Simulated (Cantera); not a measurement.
A perfectly stirred reactor is fed with NH₃ : N₂ = 1 : 2 (molar parts), at 29000 Pa; it is held at 1950 K, and followed from long to short residence time.

Cantera simulation using the gas-phase N/H chemistry of the illustrative SiF4/NH3 mechanism in the Surface Chemkin manual (1991); the numbers are that mechanism's predictions, not measurements. Walls and surfaces, which speed up NH3 decomposition in real reactors, are not modelled.

Problem. Predict: x(NH₃) at τ = 9.30 s; x(N) at τ = 9.30 s; x(N₂) at τ = 9.30 s; x(N₂H₂) at τ = 9.30 s; x(NH₂) at τ = 9.30 s; x(NH₃) at τ = 47.0 ms; x(N) at τ = 47.0 ms; x(N₂) at τ = 47.0 ms; x(N₂H₂) at τ = 47.0 ms; x(NH₂) at τ = 47.0 ms.

Solution. 
```json
{
  "x(NH₃) at τ = 9.30 s": "0.00788",
  "x(N) at τ = 9.30 s": "5.28e-7",
  "x(N₂) at τ = 9.30 s": "0.626",
  "x(N₂H₂) at τ = 9.30 s": "2.07e-8",
  "x(NH₂) at τ = 9.30 s": "3.94e-5",
  "x(NH₃) at τ = 47.0 ms": "0.265",
  "x(N) at τ = 47.0 ms": "3.74e-7",
  "x(N₂) at τ = 47.0 ms": "0.658",
  "x(N₂H₂) at τ = 47.0 ms": "1.31e-6",
  "x(NH₂) at τ = 47.0 ms": "0.000464"
}
```
